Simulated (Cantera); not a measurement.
A freely propagating, adiabatic, planar premixed flame of CO : H2 : O2 : N2 : CO2 = 1 : 0.031 : 0.43 : 1.62 : 0.25 (molar parts), equivalence ratio 1.2, unburnt at 723 K and 4.93 atm; mixture-averaged transport, grid criteria slope 0.08 and curve 0.16, no radiation.

Model: GRI-Mech 3.0 (53 species, 325 reactions), integrated in Cantera. The hydrogen kinetics of GRI-Mech 3.0 are dated; newer H2 mechanisms differ, most at raised pressure. Burning velocities carry a grid error of a few per cent, more on coarse grids.

How do the results move with these cheaper or finer settings: unity-Lewis-number transport; multicomponent transport; multicomponent+Soret transport; grid criteria slope 0.5, curve 1; grid criteria slope 0.25, curve 0.5; grid criteria slope 0.03, curve 0.06?


```tsv
setting	laminar burning velocity	thermal thickness	peak x(H2O2)	peak x(O)	grid points
as above	98.7 cm/s	0.178 mm	6.88e-5	0.00954	113
unity-Lewis-number transport	85.5 cm/s	0.162 mm	2.97e-5	0.0101	118
multicomponent transport	98.4 cm/s	0.178 mm	6.89e-5	0.00951	113
multicomponent+Soret transport	95.1 cm/s	0.180 mm	6.76e-5	0.00944	113
grid criteria slope 0.5, curve 1	104 cm/s	0.207 mm	6.72e-5	0.00948	35
grid criteria slope 0.25, curve 0.5	101 cm/s	0.191 mm	6.78e-5	0.00958	48
grid criteria slope 0.03, curve 0.06	98.4 cm/s	0.174 mm	6.79e-5	0.00951	281
```
The base run took roughly 4 core-seconds.
Unity Lewis numbers drop preferential diffusion, which matters most where H2 and H carry the flame; Soret adds thermal diffusion.
